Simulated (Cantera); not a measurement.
What does this Cantera script print?

```python
import numpy as np
import cantera as ct

gas_names = [...]  # 110 gases of nasa_gas.yaml made of C, H, O
cond_names = """
    C(gr) C6H6(L) C7H8(L) C8H18(L),n-octa H2O(s) H2O(L)
""".split()


# ... load() reads the species with a 1 bar reference pressure and builds the phases ...
atoms = {
    'CO': {'C': 1, 'O': 1},
    'H2O': {'H': 2, 'O': 1},
}
top_T = {'C(gr)': 4500}  # K; cautious upper limits of use, not melting points


# ... equilibrate(T, P, feed) seeds the gas with the atoms and calls Mixture.equilibrate('TP', solver="vcs", rtol=1e-11, max_steps=5000) ...
results = []
feed = {'CO': 1, 'H2O': 0.69}  # mol
P = 101325  # Pa
for T in [500, 550, 600, 650, 700, 750, 800, 850, 900, 950]:
    mix = equilibrate(T, P, feed)
    results.append((T, P, feed, dict(zip(mix.species_names, mix.species_moles))))
    x = sorted(zip(gas.X, gas.species_names), reverse=True)
    print(f"T = {T:g} K  P = {P:g} Pa  gas = {mix.phase_moles(0):.4g} mol")
    print("   x: " + "  ".join(f"{s} {v:.3e}" for v, s in x if v > 1e-06))
    print("   condensed (mol): " + ("  ".join(f"{mix.phase(i).name} {mix.phase_moles(i):.4g}"
          for i in range(1, mix.n_phases) if mix.phase_moles(i) > 1e-12) or "none"))
```

It prints:

```
T = 500 K  P = 101325 Pa  gas = 1.192 mol
   x: H2O 4.932e-01  CO2 4.620e-01  CH4 4.073e-02  H2 4.010e-03  CO 2.740e-05
   condensed (mol): C(gr) 0.4005
T = 550 K  P = 101325 Pa  gas = 1.196 mol
   x: CO2 4.715e-01  H2O 4.694e-01  CH4 4.834e-02  H2 1.061e-02  CO 1.848e-04
   condensed (mol): C(gr) 0.3779
T = 600 K  P = 101325 Pa  gas = 1.205 mol
   x: CO2 4.797e-01  H2O 4.424e-01  CH4 5.337e-02  H2 2.363e-02  CO 9.064e-04
   condensed (mol): C(gr) 0.3566
T = 650 K  P = 101325 Pa  gas = 1.22 mol
   x: CO2 4.859e-01  H2O 4.100e-01  CH4 5.496e-02  H2 4.566e-02  CO 3.473e-03
   condensed (mol): C(gr) 0.3359
T = 700 K  P = 101325 Pa  gas = 1.245 mol
   x: CO2 4.877e-01  H2O 3.705e-01  H2 7.816e-02  CH4 5.265e-02  CO 1.093e-02
   condensed (mol): C(gr) 0.3134
T = 750 K  P = 101325 Pa  gas = 1.286 mol
   x: CO2 4.809e-01  H2O 3.231e-01  H2 1.201e-01  CH4 4.667e-02  CO 2.920e-02
   condensed (mol): C(gr) 0.284
T = 800 K  P = 101325 Pa  gas = 1.348 mol
   x: CO2 4.586e-01  H2O 2.684e-01  H2 1.672e-01  CO 6.770e-02  CH4 3.807e-02
   condensed (mol): C(gr) 0.239
T = 850 K  P = 101325 Pa  gas = 1.442 mol
   x: CO2 4.126e-01  H2 2.125e-01  H2O 2.089e-01  CO 1.375e-01  CH4 2.848e-02
   condensed (mol): C(gr) 0.1654
T = 900 K  P = 101325 Pa  gas = 1.579 mol
   x: CO2 3.381e-01  H2 2.485e-01  CO 2.445e-01  H2O 1.494e-01  CH4 1.952e-02
   condensed (mol): C(gr) 0.04911
T = 950 K  P = 101325 Pa  gas = 1.668 mol
   x: CO 3.085e-01  CO2 2.845e-01  H2 2.643e-01  H2O 1.360e-01  CH4 6.728e-03
   condensed (mol): none
```

These are equilibrium values from Cantera (NASA tables, ideal gas, pure condensed phases), not measurements of a reactor.
